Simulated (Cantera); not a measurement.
An adiabatic, constant-pressure homogeneous reactor starts with H2 : O2 : N2 = 1 : 0.685 : 2.58 (molar parts), at 1275 K and 100000 Pa. Integrator tolerance rtol = 1e-08.

Model: the H2/O2 subset of GRI-Mech 3.0, which has no nitrogen chemistry, integrated in Cantera.

### Question
What does this change do: H2 1 to 1.8 parts?

### Answer
```tsv
quantity	before	after
time of steepest temperature rise	31.5 µs	32.0 µs
temperature at 0.700 s	2657 K	2805 K
equilibrium temperature	2657 K	2805 K
x(H2) at 0.700 s	0.0131 (gas-phase equilibrium 0.0131)	0.102 (gas-phase equilibrium 0.102)
x(O2) at 0.700 s	0.0468 (gas-phase equilibrium 0.0468)	0.00354 (gas-phase equilibrium 0.00354)
x(O) at 0.700 s	0.00653 (gas-phase equilibrium 0.00653)	0.00331 (gas-phase equilibrium 0.00331)
x(OH) at 0.700 s	0.0241 (gas-phase equilibrium 0.0241)	0.0201 (gas-phase equilibrium 0.0201)
x(HO2) at 0.700 s	1.04e-5 (gas-phase equilibrium 1.04e-5)	2.24e-6 (gas-phase equilibrium 2.24e-6)
x(H2O2) at 0.700 s	4.87e-7 (gas-phase equilibrium 4.87e-7)	2.05e-7 (gas-phase equilibrium 2.05e-7)
x(H) at 0.700 s	0.00556 (gas-phase equilibrium 0.00556)	0.0268 (gas-phase equilibrium 0.0268)
```

### Question
What does this change do: initial temperature 1275 to 1500 K?

### Answer
```
quantity                                                            before                                    after
---------------------------------  ---------------------------------------  ---------------------------------------
time of steepest temperature rise                                  31.5 µs                                  13.4 µs
temperature at 0.700 s                                              2657 K                                   2751 K
equilibrium temperature                                             2657 K                                   2751 K
x(H2) at 0.700 s                     0.0131 (gas-phase equilibrium 0.0131)    0.0184 (gas-phase equilibrium 0.0184)
x(O2) at 0.700 s                     0.0468 (gas-phase equilibrium 0.0468)    0.0469 (gas-phase equilibrium 0.0469)
x(O) at 0.700 s                    0.00653 (gas-phase equilibrium 0.00653)  0.00973 (gas-phase equilibrium 0.00973)
x(OH) at 0.700 s                     0.0241 (gas-phase equilibrium 0.0241)    0.0301 (gas-phase equilibrium 0.0301)
x(HO2) at 0.700 s                  1.04e-5 (gas-phase equilibrium 1.04e-5)  1.25e-5 (gas-phase equilibrium 1.25e-5)
x(H2O2) at 0.700 s                 4.87e-7 (gas-phase equilibrium 4.87e-7)  5.49e-7 (gas-phase equilibrium 5.49e-7)
x(H) at 0.700 s                    0.00556 (gas-phase equilibrium 0.00556)  0.00939 (gas-phase equilibrium 0.00939)
```

### Question
What does this change do: H2 1 to 0.49 parts?

### Answer
```csv
quantity,before,after
time of steepest temperature rise,31.5 µs,35.7 µs
temperature at 0.700 s,2657 K,2174 K
equilibrium temperature,2657 K,2174 K
x(H2) at 0.700 s,0.0131 (gas-phase equilibrium 0.0131),0.000379 (gas-phase equilibrium 0.000379)
x(O2) at 0.700 s,0.0468 (gas-phase equilibrium 0.0468),0.124 (gas-phase equilibrium 0.124)
x(O) at 0.700 s,0.00653 (gas-phase equilibrium 0.00653),0.000811 (gas-phase equilibrium 0.000811)
x(OH) at 0.700 s,0.0241 (gas-phase equilibrium 0.0241),0.00460 (gas-phase equilibrium 0.00460)
x(HO2) at 0.700 s,1.04e-5 (gas-phase equilibrium 1.04e-5),4.26e-6 (gas-phase equilibrium 4.26e-6)
x(H2O2) at 0.700 s,4.87e-7 (gas-phase equilibrium 4.87e-7),1.52e-7 (gas-phase equilibrium 1.52e-7)
x(H) at 0.700 s,0.00556 (gas-phase equilibrium 0.00556),9.53e-5 (gas-phase equilibrium 9.53e-5)
```
